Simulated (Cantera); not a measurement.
A jet of 7.00 % CH4, 14.0 % O2, 79.0 % N2 at 300 K and 0.0444 atm hits a platinum plate 5.2 cm away at a mass flux of 0.046 kg/m²/s; the plate temperature is set and raised in steps from an oxygen-covered start.

Detailed kinetics in Cantera: Deutschmann's 1995 Pt surface mechanism with GRI-Mech 3.0 gas chemistry. Catalytic surfaces can have several steady states; this one follows from the mechanism file's or the stated starting coverage.

x: mole fraction at the wall; θ: surface coverage.

| plate T (K) | wall x CH4 | wall x O2 | wall x H2O | wall x OH | wall x CO | wall x CO2 | θ free Pt | θ O* | θ OH* |
|---|---|---|---|---|---|---|---|---|---|
| 850 | 0.0574 | 0.113 | 0.0238 | ___ | 1.71e-5 | 0.0155 | 0.175 | 0.824 | 0.00104 |
| 900 | 0.0464 | 0.0893 | 0.0445 | ___ | 2.04e-5 | 0.0291 | 0.256 | 0.743 | 0.00130 |
| 950 | 0.0348 | 0.0646 | 0.0660 | ___ | 2.23e-5 | 0.0434 | 0.350 | 0.649 | 0.00141 |
| 1000 | 0.0253 | 0.0446 | 0.0834 | ___ | 2.37e-5 | 0.0551 | 0.451 | 0.547 | 0.00138 |
| 1050 | 0.0187 | 0.0306 | 0.0955 | ___ | 2.58e-5 | 0.0632 | 0.554 | 0.445 | 0.00125 |
| 1100 | 0.0143 | 0.0215 | 0.103 | ___ | 2.96e-5 | 0.0685 | 0.652 | 0.347 | 0.00107 |
| 1150 | 0.0115 | 0.0157 | 0.108 | ___ | 3.66e-5 | 0.0719 | 0.739 | 0.260 | 0.000874 |

Question: Complete the blanks.

Answer: 
- 850, wall x OH: 1.26e-8
- 900, wall x OH: 5.03e-8
- 950, wall x OH: 1.62e-7
- 1000, wall x OH: 4.33e-7
- 1050, wall x OH: 1.00e-6
- 1100, wall x OH: 2.06e-6
- 1150, wall x OH: 3.83e-6
